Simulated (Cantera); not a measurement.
A closed system holds: 1 mol BF₃, 3.1 mol NH₃, 11 mol H₂, 1.1 mol N₂, held at 1498.15 K and 0.100 bar.

Equilibrium computed with Cantera from the NASA thermochemical tables; the gas is ideal and each condensed phase is pure. Candidate condensed phases: B, BN; 31 gas species. The tables' values for BF₂ are old estimates; treat these amounts as uncertain. Equilibrium is a limit: real reactors are often held back by kinetics, nucleation or transport.

Q: What is the equilibrium state?

A: 
```
Property                            Result
-------------------------------  ---------
x(H₂)                                0.799
x(N₂)                                0.134
x(BF₃)                              0.0432
x(HF)                               0.0229
x(BHF₂)                            0.00114
x(BF₂)                            0.000275
x(H)                               4.87e-5
x(BF)                              4.83e-6
x(NH₃)                             1.63e-6
n(BN(s))                         0.138 mol
gas amount                       19.30 mol
log10 activity of B(s) (absent)      -3.21
```
